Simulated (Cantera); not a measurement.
Input: 1 mol CH₃Cl, 0.15 mol H₂, equilibrated at 78.0 mbar.

These are equilibrium values from Cantera (NASA tables, ideal gas, pure condensed phases), not measurements of a reactor. Candidate condensed phases: C, C₆H₆, C₇H₈, C₈H₁₈; 91 gas species. Equilibrium is a limit: real reactors are often held back by kinetics, nucleation or transport.

Q: Which condensed phases are stable at each of these points (T (K)): 948, 1148, 1348, 1548, 1748, 1948, 2148, 2348, 2548, 2748, 2948, 3148, 3348?

A: 
| T (K) | condensed phases | C condensed (%) |
|---|---|---|
| 948 | C(graphite) | 99.2 |
| 1148 | C(graphite) | 99.9 |
| 1348 | C(graphite) | 100.0 |
| 1548 | C(graphite) | 100.0 |
| 1748 | C(graphite) | 100.0 |
| 1948 | C(graphite) | 99.9 |
| 2148 | C(graphite) | 99.6 |
| 2348 | C(graphite) | 98.7 |
| 2548 | C(graphite) | 97.0 |
| 2748 | C(graphite) | 93.6 |
| 2948 | C(graphite) | 86.3 |
| 3148 | C(graphite) | 60.5 |
| 3348 | gas only | 0.0 |

From 948 K to 3148 K the condensed part is C(graphite). At 3348 K nothing is condensed.
